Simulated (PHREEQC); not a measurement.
Solution (20 °C): 0.08 mol/kgw TMAH and 1.5e-05 mol/kgw Na2SiO3. Closed to the air; pH follows from the charge balance.

Computed with PHREEQC (ion-association model, wateq4f.dat).

Precipitation was switched off in this run.

Q: Predict the pH.

A: pH 12.96.

Q: In which forms is Si present?

A: H3SiO4- 54 %, H2SiO4-2 46 % of the Si.

Complexes and solids missing from the database can't appear. (CH3)4N+ isn't in the database: it is added as a free cation with an ion size of 4 Å.
